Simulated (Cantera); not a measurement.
A Cantera script and its output.

```python
import numpy as np
import cantera as ct

gas = ct.Solution("gri30.yaml")
gas.TPX = 325, 17000, {'CO': 1, 'H2': 0.29, 'O2': 0.686, 'N2': 2.58, 'H2O': 0.31}
flame = ct.FreeFlame(gas, width=0.14)
flame.set_refine_criteria(ratio=3, slope=0.08, curve=0.16)
flame.transport_model = "mixture-averaged"
flame.solve(loglevel=0, auto=True)
z, T = flame.grid, flame.T
thick = (T[-1] - T[0]) / np.gradient(T, z).max()
show = ['CO', 'H2', 'O2', 'NO', 'O', 'N2O']
print(f"laminar burning velocity  {flame.velocity[0] * 100:.3f} cm/s")
print(f"burnt temperature         {T[-1]:.1f} K")
print(f"thermal thickness         {thick * 1e3:.4f} mm")
print(f"grid points               {len(z)}")
z0 = z[flame.heat_release_rate.argmax()]
print(f"{'z/mm':>9s}{'T/K':>9s}{'u/(m/s)':>9s}" + "".join(f"{s:>11s}" for s in show))
rows = []
for k in (-3, -2, -1.5, -1, -0.5, -0.25, 0, 0.25, 0.5, 1, 2, 4, 8):
    zz = z0 + k * thick
    rows.append([k * thick, np.interp(zz, z, T), np.interp(zz, z, flame.velocity),
                 *(np.interp(zz, z, flame.X[gas.species_index(s)]) for s in show)])
    print(f"{rows[-1][0] * 1e3:9.3f}{rows[-1][1]:9.1f}{rows[-1][2]:9.3f}" + "".join(f"{x:11.3e}" for x in rows[-1][3:]))
```

Output:

```
laminar burning velocity  87.799 cm/s
burnt temperature         2204.7 K
thermal thickness         4.4321 mm
grid points               141
     z/mm      T/K  u/(m/s)         CO         H2         O2         NO          O        N2O
  -13.296    325.0    0.878  2.055e-01  5.960e-02  1.410e-01 -3.546e-17  2.636e-14  5.532e-22
   -8.864    325.0    0.878  2.055e-01  5.959e-02  1.410e-01  4.816e-18  7.686e-13  1.459e-20
   -6.648    325.0    0.878  2.055e-01  5.956e-02  1.410e-01  1.690e-15  2.097e-11  9.424e-19
   -4.432    325.0    0.878  2.056e-01  5.940e-02  1.410e-01  3.412e-14  2.997e-10  2.590e-17
   -2.216    326.4    0.880  2.059e-01  5.756e-02  1.413e-01  1.074e-11  3.142e-08  2.055e-14
   -1.108    403.0    1.079  2.046e-01  5.082e-02  1.400e-01  2.541e-09  7.214e-06  8.954e-12
    0.000    837.0    2.208  1.828e-01  3.259e-02  1.217e-01  1.380e-07  1.020e-03  1.119e-09
    1.108   1189.6    3.087  1.378e-01  1.364e-02  8.467e-02  1.216e-06  8.000e-03  1.155e-08
    2.216   1391.7    3.539  9.288e-02  1.043e-02  5.957e-02  3.486e-06  1.169e-02  1.922e-08
    4.432   1573.3    3.921  6.157e-02  1.183e-02  4.565e-02  8.007e-06  1.125e-02  1.926e-08
    8.864   1720.0    4.244  5.676e-02  1.068e-02  4.118e-02  1.370e-05  8.806e-03  2.175e-08
   17.728   1852.0    4.528  5.214e-02  8.692e-03  3.717e-02  2.044e-05  6.202e-03  2.543e-08
   35.457   1967.6    4.769  4.491e-02  6.722e-03  3.268e-02  3.201e-05  4.086e-03  3.017e-08
```

Computed with Cantera and GRI-Mech 3.0 (53 species, 325 reactions). Burning velocities carry a grid error of a few per cent, more on coarse grids.
